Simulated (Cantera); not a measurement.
A closed system holds: 1 mol Si, 3.7 mol F₂, 0.22 mol H₂, held at 1573 K and 1.80 Pa.

These are equilibrium values from Cantera (NASA tables, ideal gas, pure condensed phases), not measurements of a reactor. Candidate condensed phases: Si; 25 gas species. Kinetics and transport are ignored.

Base state: F 0.673, SiF₄ 0.227, HF 0.100 (mole fractions); condensed: gas only.

Problem. What changes in the equilibrium state with this change: temperature from 1573 K to 673 K?

Solution. 
```
species   before  after
-------  -------  -----
F₂       5.88e-7  0.413
SiF₄       0.227  0.321
HF         0.100  0.141
F          0.673  0.124
```
